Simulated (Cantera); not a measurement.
A perfectly stirred reactor is fed with 4.93 % CH₄, 2.66 % C₂H₆, 19.4 % O₂, 72.9 % N₂, 0.158 % CO₂, at 7.30 atm; it is adiabatic with a 650 K inlet, and is followed from long to short residence time, starting on the burning branch (τ in s: 0.14, 0.057, 0.023, 0.0093, 0.0038, 0.0015, 0.00062, 0.00025, 0.0001, 4.2e-05, 1.7e-05, 6.8e-06).

Computed with Cantera and GRI-Mech 3.0 (53 species, 325 reactions).

One state of this run: T (K) = 2360; x CH₄ = 4.73e-5; x C₂H₆ = 4.02e-6; x O₂ = 0.0140; x HO₂ = 7.06e-6; x HCN = 2.80e-6; x OH = 0.00672. x: mole fraction; the columns are a selection and need not sum to one.

Task: Which value of τ (s) does it belong to?
A. 0.0038
B. 0.14
C. 0.00025
D. 6.8e-6

Result: C, 0.00025
